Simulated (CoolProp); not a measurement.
Saturated liquid density (kg/m³) of R124: the reference equation beside estimates from Tc = 122.3 °C, pc = 36.24 bar, ω = 0.288.

Computed with CoolProp (reference Helmholtz-energy equation of state, de Vries 1995).

| T (°C) | reference | Redlich-Kwong | Peng-Robinson |
|---|---|---|---|
| -13.55 | 1478 | 1300 | 1531 |
| -10.15 | 1468 | 1290 | 1521 |
| -6.75 | 1458 | 1279 | 1510 |
| -3.35 | 1447 | 1268 | 1499 |
| 0.05 | 1437 | 1257 | 1487 |
| 3.45 | 1426 | 1246 | 1476 |
| 6.85 | 1415 | 1234 | 1464 |
| 10.25 | 1405 | 1222 | 1452 |
| 13.65 | 1393 | 1210 | 1439 |

Absolute difference from the reference over all 9 rows, mean and median: Redlich-Kwong 12.5 and 12.5 %, Peng-Robinson 3.5 and 3.5 %.
